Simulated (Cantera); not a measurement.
A freely propagating, adiabatic, planar premixed flame of H₂ : O₂ : N₂ = 1 : 0.847 : 3.19 (molar parts), unburnt at 423 K and 1.01 bar; mixture-averaged transport, grid criteria slope 0.08 and curve 0.16, no radiation.

Model: the H2/O2 subset of GRI-Mech 3.0, which has no nitrogen chemistry, integrated in Cantera. Burning velocities carry a grid error of a few per cent, more on coarse grids. Lean hydrogen flames are cellular in practice and burn faster than this planar one.

Q: What does this change do: 0.1 parts H2O added?

A: 
| quantity | before | after |
|---|---|---|
| laminar burning velocity | 168 cm/s | 150 cm/s |
| thermal thickness | 0.376 mm | 0.376 mm |
| peak x(HO₂) | 0.000366 | 0.000380 |
| peak x(H) | 0.0116 | 0.00960 |
| peak x(O) | 0.00746 | 0.00627 |
